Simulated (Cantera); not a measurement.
A perfectly stirred reactor is fed with CH4 : H2 : O2 : N2 = 1 : 0.1 : 3.66 : 13.8 (molar parts), equivalence ratio 0.56, at 2.80 bar; it is adiabatic with a 425 K inlet, and is followed from long to short residence time, starting on the burning branch (τ in s: 0.024, 0.014, 0.0082, 0.0047, 0.0027, 0.0016, 0.00092, 0.00054, 0.00031, 0.00018, 0.0001, 6.1e-05, 3.5e-05).

Cantera simulation using GRI-Mech 3.0 (53 species, 325 reactions); the numbers are that mechanism's predictions, not measurements.

Q: What does this change do: pressure from 2.80 bar to 10.0 bar?

A: 
| quantity | before | after |
|---|---|---|
| blow-out, bracketed by the residence times tried | burning at 0.310 ms, out at 0.180 ms | burning at 0.540 ms, out at 0.310 ms |
| x(CH4) at τ = 24.0 ms | 2.76e-5 | 2.19e-5 |
| x(H2) at τ = 24.0 ms | 6.49e-5 | 2.01e-5 |
| x(O2) at τ = 24.0 ms | 0.0870 | 0.0871 |
| x(H2O2) at τ = 24.0 ms | 1.71e-7 | 1.67e-7 |
| x(O) at τ = 24.0 ms | 7.35e-5 | 1.30e-5 |
| x(CH4) at τ = 0.920 ms | 0.000264 | 0.000319 |
| x(H2) at τ = 0.920 ms | 0.000566 | 0.000265 |
| x(O2) at τ = 0.920 ms | 0.0891 | 0.0894 |
| x(H2O2) at τ = 0.920 ms | 6.93e-7 | 8.84e-7 |
| x(O) at τ = 0.920 ms | 0.000484 | 6.27e-5 |

Q: What does this change do: pressure from 2.80 bar to 0.610 bar?

A: 
```json
[
 {"quantity": "blow-out, bracketed by the residence times tried", "before": "burning at 0.310 ms, out at 0.180 ms", "after": "burning at 0.540 ms, out at 0.310 ms"},
 {"quantity": "x(CH4) at τ = 24.0 ms", "before": "2.76e-5", "after": "3.73e-5"},
 {"quantity": "x(H2) at τ = 24.0 ms", "before": "6.49e-5", "after": "0.000368"},
 {"quantity": "x(O2) at τ = 24.0 ms", "before": "0.0870", "after": "0.0869"},
 {"quantity": "x(H2O2) at τ = 24.0 ms", "before": "1.71e-7", "after": "1.58e-7"},
 {"quantity": "x(O) at τ = 24.0 ms", "before": "7.35e-5", "after": "0.000557"},
 {"quantity": "x(CH4) at τ = 0.920 ms", "before": "0.000264", "after": "0.000404"},
 {"quantity": "x(H2) at τ = 0.920 ms", "before": "0.000566", "after": "0.00223"},
 {"quantity": "x(O2) at τ = 0.920 ms", "before": "0.0891", "after": "0.0910"},
 {"quantity": "x(H2O2) at τ = 0.920 ms", "before": "6.93e-7", "after": "6.50e-7"},
 {"quantity": "x(O) at τ = 0.920 ms", "before": "0.000484", "after": "0.00269"}
]
```
